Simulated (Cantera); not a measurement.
# Adiabatic ignition

An adiabatic, constant-volume homogeneous reactor starts with CH₄ : O₂ : N₂ = 1 : 4.88 : 18.3 (molar parts), at 1100 K and 14.0 bar.

Model: GRI-Mech 3.0 (53 species, 325 reactions), integrated in Cantera. The pressure lies above the range GRI-Mech 3.0 was tuned for (to about 10 atm).

```
t (s)     T (K)  P (bar)   x CH₄   x O₂     x NO       x O    x HO₂   x C₂H
--------  -----  -------  ------  -----  -------  --------  -------  ------
6.00e-6    1100     14.0  0.0414  0.202   <1e-12    <1e-12  4.07e-9  <1e-12
1.91e-5    1100     14.0  0.0414  0.202   <1e-12  3.05e-12  1.29e-8  <1e-12
6.07e-5    1100     14.0  0.0414  0.202   <1e-12  1.05e-11  4.05e-8  <1e-12
0.000193   1100     14.0  0.0414  0.202   <1e-12  4.22e-11  1.25e-7  <1e-12
0.000614   1100     14.0  0.0414  0.202   <1e-12  2.11e-10  3.84e-7  <1e-12
0.00195    1100     14.0  0.0413  0.202   <1e-12  5.59e-10  1.06e-6  <1e-12
0.00621    1104     14.1  0.0409  0.201   <1e-12   3.50e-9  6.06e-6  <1e-12
0.0198     2219     28.3  <1e-12  0.117  0.00239  0.000197  8.46e-6  <1e-12
0.0629     2205     28.1  <1e-12  0.115  0.00726  0.000179  7.95e-6  <1e-12
0.200      2200     28.0  <1e-12  0.114  0.00908  0.000173  7.76e-6  <1e-12
```
x: mole fraction; the columns are a selection and need not sum to one.

```yaml
time_of_steepest_temperature_rise: 9.10 ms
temperature at 0.200 s: 2200 K
equilibrium_temperature: 2200 K
x(CH₄) at 0.200 s: <1e-12 (gas-phase equilibrium <1e-12)
x(O₂) at 0.200 s: 0.114 (gas-phase equilibrium 0.114)
x(NO) at 0.200 s: 0.00908 (gas-phase equilibrium 0.00911)
```
